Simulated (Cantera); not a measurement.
Cantera run:

```python
import numpy as np
import cantera as ct

gas_names = """
    H HNO HNO2 HNO3 HO2 H2 H2O H2O2 N NH NH2 NH3 NH2OH NO NO2 NO3 N2 N2H2 N2H4 N2O O OH O2 O3 Pb PbO Pb2
""".split()
cond_names = """
    H2O(s) H2O(L) Pb(cr) Pb(L) PbO(rd) PbO(yw) PbO(L) PbO2(s) Pb3O4(s)
""".split()


def load(file, names, dense=False):
    # The tables refer to 1 bar. Condensed volumes are neglected.
    table = {s.name: s for s in ct.Species.list_from_file(file)}
    out = []
    for n in names:
        d = dict(table[n].input_data)
        d["thermo"] = dict(d["thermo"], **{"reference-pressure": 1e5})
        if dense:
            d["equation-of-state"] = {"model": "constant-volume", "density": "1e6 g/cm^3"}
        out.append(ct.Species.from_dict(d))
    return out


gas = ct.Solution(thermo="ideal-gas", species=load("nasa_gas.yaml", gas_names))
cond = {s.name: ct.Solution(thermo="fixed-stoichiometry", species=[s], name=s.name)
        for s in load("nasa_condensed.yaml", cond_names, dense=True)}
atoms = {
    'PbO': {'Pb': 1, 'O': 1},
    'H2': {'H': 2},
    'N2': {'N': 2},
}
top_T = {'Pb3O4(s)': 820}  # K; cautious upper limits of use, not melting points


def equilibrate(T, P, feed):
    n = {}
    for name, mol in feed.items():
        for a, k in atoms[name].items():
            n[a] = n.get(a, 0.0) + k * mol
    gas.TPX = T, P, n
    mass = sum(n.values()) * gas.mean_molecular_weight
    gas.equilibrate("TP")
    valid = [c for c in cond.values() if c.min_temp <= T <= top_T.get(c.name, c.max_temp)]
    mix = ct.Mixture([(gas, mass / gas.mean_molecular_weight)] + [(c, 0.0) for c in valid])
    mix.T, mix.P = T, P
    mix.equilibrate("TP", solver="vcs", rtol=1e-11, max_steps=5000)
    return mix


results = []
feed = {'PbO': 1, 'H2': 15, 'N2': 96}  # mol
T = 1473  # K
P = 101325  # Pa
mix = equilibrate(T, P, feed)
results.append((T, P, feed, dict(zip(mix.species_names, mix.species_moles))))
x = sorted(zip(gas.X, gas.species_names), reverse=True)
print(f"T = {T:g} K  P = {P:g} Pa  gas = {mix.phase_moles(0):.4g} mol")
print("   x: " + "  ".join(f"{s} {v:.3e}" for v, s in x if v > 1e-06))
print("   condensed (mol): " + ("  ".join(f"{mix.phase(i).name} {mix.phase_moles(i):.4g}"
      for i in range(1, mix.n_phases) if mix.phase_moles(i) > 1e-12) or "none"))
```

Output:

```
T = 1473 K  P = 101325 Pa  gas = 112 mol
   x: N2 8.571e-01  H2 1.250e-01  H2O 8.928e-03  Pb 8.925e-03  H 4.443e-06  NH3 2.789e-06  Pb2 1.508e-06
   condensed (mol): none
```

These are equilibrium values from Cantera (NASA tables, ideal gas, pure condensed phases), not measurements of a reactor.
